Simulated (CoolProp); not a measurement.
Vapour-liquid equilibrium of R1234yf (1) + isobutane (2) at 63.85 °C; x and y are mole fractions of (1).

Model: multi-fluid Helmholtz-energy mixture model, Lemmon 2022 and Bücker 2006; pair parameters Bell 2016, in CoolProp.

```csv
x,bubble pressure (kPa),y at the bubble point,dew pressure at overall composition x (kPa),liquid density (mol/L)
0.05,1071,?,992.9,8.484
0.125,1220,0.264,1065,8.389
0.2,?,0.358,?,8.298
0.275,1436,0.430,1233,8.211
0.35,1516,0.491,1329,8.130
0.425,1584,0.545,1429,8.059
0.5,1641,0.597,1528,8.000
0.575,1690,0.648,1618,7.956
0.65,1730,0.700,1692,?
0.725,?,0.755,1746,7.920
0.8,1785,0.814,1780,?
0.875,1796,0.878,1796,?
0.95,1796,0.949,1796,8.016
```

Complete the blanks.


- 0.05, y at the bubble point: 0.131
- 0.2, bubble pressure (kPa): 1339
- 0.2, dew pressure at overall composition x (kPa): 1145
- 0.65, liquid density (mol/L): 7.928
- 0.725, bubble pressure (kPa): 1762
- 0.8, liquid density (mol/L): 7.931
- 0.875, liquid density (mol/L): 7.964

y crosses x between x = 0.875 and 0.95: the model has an azeotrope there.

Pair parameters are fitted to limited data, so mixtures are less certain than the pure fluids.
